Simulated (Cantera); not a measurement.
What does this Cantera script print?

```python
import numpy as np
import cantera as ct

gas = ct.Solution("gri30.yaml")
gas.TPX = 1750, 100000, {'C2H6': 0.21, 'N2': 5.2}
reactor = ct.IdealGasConstPressureReactor(gas, energy="off", clone=False)
net = ct.ReactorNet([reactor])
net.rtol, net.atol = 1e-08, 1e-18
show = ['C2H6', 'C2H4', 'C2H', 'CH3', 'C2H2']
times = np.geomspace(5e-05, 100, 11)

steps = ct.SolutionArray(gas, extra=["t"])
rows = []
print(f"{'t/s':>10s}{'T/K':>9s}{'P/Pa':>11s}" + "".join(f"{s:>11s}" for s in show))
for t in times:
    while net.time < t:
        t_next = net.step()
        steps.append(gas.state, t=t_next)
    rows.append([np.interp(t, steps.t, y) for y in (steps.T, steps.P, *steps(*show).X.T)])
    print(f"{t:10.3e}{rows[-1][0]:9.1f}{rows[-1][1]:11.4g}" + "".join(f"{x:11.3e}" for x in rows[-1][2:]))
rate = np.gradient(steps.T, steps.t)
print("integrator steps:", len(steps.t))
if steps.T.max() > steps.T[0] + 200:
    print(f"time of steepest temperature rise: {steps.t[rate.argmax()]:.4e} s")
gas.TPX = 1750, 100000, {'C2H6': 0.21, 'N2': 5.2}
gas.equilibrate("TP")
print(f"equilibrium (TP): T = {gas.T:.1f} K  " + "  ".join(f"{s} {gas[s].X[0]:.3e}" for s in show))
```

It prints:

```
       t/s      T/K       P/Pa       C2H6       C2H4        C2H        CH3       C2H2
 5.000e-05   1750.0      1e+05  3.031e-03  1.742e-02  7.712e-07  2.853e-03  1.011e-02
 2.133e-04   1750.0      1e+05  6.497e-05  6.524e-03  3.649e-07  4.715e-04  2.417e-02
 9.103e-04   1750.0      1e+05  1.000e-05  1.275e-03  1.844e-07  1.922e-04  2.959e-02
 3.884e-03   1750.0      1e+05  7.368e-06  1.484e-04  1.873e-07  1.665e-04  3.123e-02
 1.657e-02   1750.0      1e+05  3.497e-06  1.071e-04  1.968e-07  1.157e-04  3.272e-02
 7.071e-02   1750.0      1e+05  6.289e-07  8.460e-05  2.104e-07  4.955e-05  3.459e-02
 3.017e-01   1750.0      1e+05  5.678e-08  8.386e-05  2.184e-07  1.464e-05  3.554e-02
 1.287e+00   1750.0      1e+05  1.156e-08  8.476e-05  2.204e-07  5.868e-06  3.578e-02
 5.493e+00   1750.0      1e+05  1.026e-08  8.481e-05  2.205e-07  5.408e-06  3.579e-02
 2.344e+01   1750.0      1e+05  1.025e-08  8.477e-05  2.204e-07  5.405e-06  3.578e-02
 1.000e+02   1750.0      1e+05  1.023e-08  8.464e-05  2.201e-07  5.399e-06  3.572e-02
integrator steps: 1604
equilibrium (TP): T = 1750.0 K  C2H6 2.675e-09  C2H4 2.199e-05  C2H 5.684e-08  CH3 2.763e-06  C2H2 9.243e-03
```

Computed with Cantera and GRI-Mech 3.0 (53 species, 325 reactions). GRI-Mech 3.0 stops at C3 and has no aromatics, soot or wall deposition, so with more carbon than oxygen in the feed, carbon stays in small species such as C2H2 where larger ones or solid carbon would form.
